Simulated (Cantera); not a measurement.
A Cantera script and its output.

```python
import numpy as np
import cantera as ct

gas = ct.Solution("gri30.yaml")


def delay(T, t_max=10):
    gas.TPX = T, 180000, {'CH4': 1, 'O2': 2.06, 'N2': 7.75, 'CO2': 2.4}
    reactor = ct.IdealGasConstPressureReactor(gas, clone=False)
    net = ct.ReactorNet([reactor])
    net.rtol, net.atol = 1e-8, 1e-16
    while net.time < t_max:
        t_old, T_old = net.time, reactor.T
        net.step()
        if reactor.T > T + 400:  # ignition: a rise of 400 K
            return t_old + (T + 400 - T_old) / (reactor.T - T_old) * (net.time - t_old)
    return np.nan


taus = []
for T in [1025, 1100, 1175, 1250, 1325, 1400]:
    taus.append(delay(T))
    print(f"T0 = {T:6g} K   tau = {taus[-1]:.4e} s")
```

It prints:

```
T0 =   1025 K   tau = 4.8399e-01 s
T0 =   1100 K   tau = 1.5128e-01 s
T0 =   1175 K   tau = 5.1381e-02 s
T0 =   1250 K   tau = 1.8799e-02 s
T0 =   1325 K   tau = 7.3403e-03 s
T0 =   1400 K   tau = 3.0340e-03 s
```

Detailed kinetics in Cantera: GRI-Mech 3.0 (53 species, 325 reactions).
